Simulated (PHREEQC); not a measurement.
Consider water at 25 °C with 0.034 mol/kgw HF, 0.00036 mol/kgw NH4F and 0.00024 mol/kgw H2SO4. Closed to the air; pH follows from the charge balance.

The numbers come from PHREEQC with the ion-association model, wateq4f.dat.

No solid was allowed to form.

Question: Estimate the pH.

Answer: pH 2.36.

Question: In which forms is S present?

Answer: SO4-2 74 %, HSO4- 25 % of the S.

wateq4f.dat counts part of the HF as a dimer, H2F2, which phreeqc.dat doesn't know; its constant is uncertain.
